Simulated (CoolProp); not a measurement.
Water at 293.15 K and 0.146 MPa flows at 2.1 m/s in a round tube of 25 mm bore and 15 µm roughness, fully developed (64/Re and Nu = 3.66 if laminar; Colebrook and Gnielinski if turbulent). Each further row changes one setting.

Computed with CoolProp (reference Helmholtz-energy equation of state, Wagner 2002).

| case | Reynolds number | Darcy friction factor | pressure drop (Pa/m) | heat-transfer coefficient (W/(m² K)) | mass flow (kg/h) |
|---|---|---|---|---|---|
| as stated | 52300 | 0.0227 | 2000 | ___ | 3700 |
| velocity 4.2 m/s | 105000 | 0.0206 | ___ | ___ | ___ |
| diameter 50 mm | 105000 | 0.0193 | 851 | ___ | ___ |

### Question
What belongs in the gaps?

### Answer

- as stated, heat-transfer coefficient (W/(m² K)): 8720
- velocity 4.2 m/s, pressure drop (Pa/m): 7260
- velocity 4.2 m/s, heat-transfer coefficient (W/(m² K)): 16500
- velocity 4.2 m/s, mass flow (kg/h): 7410
- diameter 50 mm, heat-transfer coefficient (W/(m² K)): 7890
- diameter 50 mm, mass flow (kg/h): 14800

Viscosity comes from a separate model (Huber 2009). Thermal conductivity comes from a separate model (Huber 2012).
